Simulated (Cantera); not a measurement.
**Premixed flame**

A freely propagating, adiabatic, planar premixed flame of 16.3 % H₂, 15.4 % O₂, 57.8 % N₂, 10.6 % H₂O, equivalence ratio 0.53, unburnt at 325 K and 101000 Pa; mixture-averaged transport, grid criteria slope 0.08 and curve 0.16, no radiation.

Model: the H2/O2 subset of GRI-Mech 3.0, which has no nitrogen chemistry, integrated in Cantera. Burning velocities carry a grid error of a few per cent, more on coarse grids. Lean hydrogen flames are cellular in practice and burn faster than this planar one.

| z (mm) | T (K) | u (m/s) | x H₂ | x O₂ | x H₂O | x O | x HO₂ | x OH |
|---|---|---|---|---|---|---|---|---|
| -1.94 | 325 | 0.255 | 0.158 | 0.154 | 0.106 | <1e-8 | 1.52e-8 | <1e-8 |
| -1.29 | 329 | 0.255 | 0.149 | 0.156 | 0.108 | <1e-8 | 2.27e-7 | <1e-8 |
| -0.968 | 340 | 0.260 | 0.135 | 0.158 | 0.111 | <1e-8 | 1.40e-6 | <1e-8 |
| -0.645 | 395 | 0.296 | 0.108 | 0.159 | 0.123 | <1e-8 | 1.30e-5 | <1e-8 |
| -0.323 | 663 | 0.482 | 0.0636 | 0.147 | 0.166 | 2.58e-6 | 0.000195 | 3.81e-6 |
| -0.161 | 939 | 0.680 | 0.0392 | 0.128 | 0.206 | 9.85e-5 | 0.000240 | 0.000150 |
| 0 | 1204 | 0.870 | 0.0186 | 0.106 | 0.246 | 0.000689 | 0.000127 | 0.000883 |
| 0.161 | 1359 | 0.983 | 0.00727 | 0.0910 | 0.269 | 0.00109 | 7.42e-5 | 0.00198 |
| 0.323 | 1434 | 1.04 | 0.00316 | 0.0854 | 0.278 | 0.000915 | 4.83e-5 | 0.00234 |
| 0.645 | 1487 | 1.08 | 0.000995 | 0.0828 | 0.284 | 0.000414 | 2.25e-5 | 0.00184 |
| 1.29 | 1509 | 1.09 | 0.000226 | 0.0824 | 0.286 | 0.000102 | 6.39e-6 | 0.000975 |
| 2.58 | 1514 | 1.09 | 4.37e-5 | 0.0824 | 0.286 | 2.19e-5 | 1.45e-6 | 0.000463 |
| 5.16 | 1515 | 1.09 | 1.03e-5 | 0.0825 | 0.287 | 6.00e-6 | 4.26e-7 | 0.000244 |
x: mole fraction of selected species; z is measured from the peak of heat release.

| Quantity | Result |
|---|---|
| laminar burning velocity | 25.6 cm/s |
| thermal thickness | 0.645 mm |
| peak x(O) | 0.00109 |
| peak x(HO₂) | 0.000272 |
| peak x(OH) | 0.00234 |
| grid points | 107 |
